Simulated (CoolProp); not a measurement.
R22 along the isobar 19.1 bar: fugacity coefficient from the reference equation and from simpler models built on Tc = 96.1 °C, pc = 49.90 bar, ω = 0.221; each cubic takes its own stable root.

The numbers come from the reference Helmholtz-energy equation of state, Kamei 1995 in CoolProp.

| T (°C) | phase | reference |
|---|---|---|
| 0.95 | liquid | 0.2528 |
| 16.05 | liquid | 0.3832 |
| 31.05 | liquid | 0.5477 |
| 46.15 | liquid | 0.7471 |
| 61.15 | gas | 0.8172 |
| 76.25 | gas | 0.8434 |
| 91.35 | gas | 0.8647 |
| 106.35 | gas | 0.8823 |
| 121.45 | gas | 0.8972 |
| 136.45 | gas | 0.9097 |
| 151.55 | gas | 0.9206 |
| 166.65 | gas | 0.9300 |
| 181.65 | gas | 0.9381 |
| 196.75 | gas | 0.9452 |
| 211.75 | gas | 0.9514 |
| 226.85 | gas | 0.9569 |

Problem. How far does each simpler model (van der Waals, Redlich-Kwong, Soave-Redlich-Kwong, Peng-Robinson) lie from the reference over these 16 states: mean and median of the absolute difference, and the worst?

Solution. 
- van der Waals: mean 19.5 %, median 1.2 %, worst +139.4 % at 0.95 °C and 19.1 bar
- Redlich-Kwong: mean 6.1 %, median 0.8 %, worst +34.9 % at 0.95 °C and 19.1 bar
- Soave-Redlich-Kwong: mean 0.7 %, median 0.2 %, worst +2.4 % at 31.05 °C and 19.1 bar
- Peng-Robinson: mean 0.8 %, median 1.0 %, worst -1.3 % at 106.35 °C and 19.1 bar

At some of these states van der Waals, Redlich-Kwong gives the other phase, because its saturation line lies elsewhere.
